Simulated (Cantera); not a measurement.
A perfectly stirred reactor is fed with CH4 : H2 : CO2 = 0.012 : 1 : 0.013 (molar parts), at 100.0 Torr; it is held at 1900 K, and followed from long to short residence time.

Model: GRI-Mech 3.0 (53 species, 325 reactions), integrated in Cantera.

One state of this run: x CH4 = 0.0114; x H2 = 0.973; x CO2 = 0.0107; x C2H = 3.82e-10; x CH2CO = 3.55e-9; x O2 = <1e-12. x: mole fraction; the columns are a selection and need not sum to one.

Q: Which value of τ (s) does it belong to?
A. 2.9
B. 0.0015
C. 0.11
D. 0.00051

A: B, 0.0015
